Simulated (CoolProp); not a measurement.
Properties of C2F6 (R116) along the isobar 42.7 bar (Tc = 293.0 K, pc = 30.48 bar, ω = 0.257).

Values from CoolProp's reference Helmholtz-energy equation of state, Lemmon 2006. It is a short technical equation, of lower accuracy than the large ones.

```tsv
T (K)	phase	density (kg/m³)	cp (kJ/(kg K))	speed of sound (m/s)	expansivity (1/kK)	Prandtl number
284.9	liquid	1105	1.371	213.8	9.200	3.11
296.6	supercritical	955.0	1.738	149.6	17.73	3.24
308.2	supercritical	641.4	2.895	91.40	52.42	3.39
319.9	supercritical	416.7	1.636	97.15	23.09	?
331.6	supercritical	339.9	1.272	107.7	13.53	1.25
343.3	supercritical	297.4	?	116.5	9.778	1.12
354.9	supercritical	?	1.083	123.8	?	1.05
366.6	supercritical	247.4	1.051	130.3	6.514	1.01
378.3	supercritical	230.5	1.034	?	5.640	0.980
390	supercritical	216.6	1.024	141.2	4.997	0.960
401.6	supercritical	205.0	1.020	146.0	4.507	?
413.3	supercritical	195.0	1.020	150.4	4.115	0.932
425	supercritical	186.2	1.021	154.5	3.795	0.922
```

**Question.** Some entries are withheld; supply them.

**Answer.** 
- 319.9, Prandtl number: 1.62
- 343.3, cp (kJ/(kg K)): 1.144
- 354.9, density (kg/m³): 268.9
- 354.9, expansivity (1/kK): 7.781
- 378.3, speed of sound (m/s): 136.0
- 401.6, Prandtl number: 0.944

The peak of cp marks the crossing from liquid-like to gas-like fluid above the critical point.

Viscosity comes from a separate model (Huber 2003), an estimate that may be off by 10 % or more. Thermal conductivity comes from a separate model (Huber 2003), an estimate that may be off by 10 % or more.
